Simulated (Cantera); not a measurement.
Feed: 1 mol SiCl4, 1 mol Cl2, 3.4 mol H2, at 650 K and 13300 Pa.

Method: chemical equilibrium by Gibbs-energy minimisation in Cantera with the NASA 1993 tables (ideal gas, pure condensed phases). Candidate condensed phases: Si; 19 gas species. Kinetics and transport are ignored.

### Question
What is the equilibrium state?

### Answer
```json
{
 "x(H2)": "0.444",
 "x(HCl)": "0.370",
 "x(SiCl4)": "0.185",
 "x(SiHCl3)": "1.80e-5",
 "gas_amount": "5.400 mol",
 "log10 activity of Si(s) (absent)": "-13.52"
}
```
